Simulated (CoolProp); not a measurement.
Vapour-liquid equilibrium of hydrogen sulfide (1) + n-heptane (2) at 0.132 MPa; x and y are mole fractions of (1).

Model: multi-fluid Helmholtz-energy mixture model, Lemmon 2006 and Span 2003; pair parameters Kunz 2012, in CoolProp.

Problem. Give the bubble temperature and the first vapour's composition at x = 0.35, 0.55, 0.95. Is there an azeotrope?

Solution. x = 0.35: 227.3 K, y = 1.000; x = 0.55: 223.7 K, y = 1.000; x = 0.95: 219.2 K, y = 1.000. No azeotrope shows between x = 0.05 and 0.95.

Pair parameters are fitted to limited data, so mixtures are less certain than the pure fluids. With so large a gap from Raoult's law the liquid may split in two, which this calculation doesn't test in full.
